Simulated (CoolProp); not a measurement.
Vapour-liquid equilibrium of acetone (1) + n-heptane (2) at 0.253 MPa; x and y are mole fractions of (1).

Computed with CoolProp (multi-fluid Helmholtz-energy mixture model, Lemmon 2006 and Span 2003; pair parameters Bell 2016).

Question: Give the bubble temperature and the first vapour's composition at x = 0.35, 0.425, 0.875. Is there an azeotrope?

Answer: x = 0.35: 367.0 K, y = 0.719; x = 0.425: 364.9 K, y = 0.750; x = 0.875: 359.0 K, y = 0.900. No azeotrope shows between x = 0.05 and 0.95.

Pair parameters are fitted to limited data, so mixtures are less certain than the pure fluids.
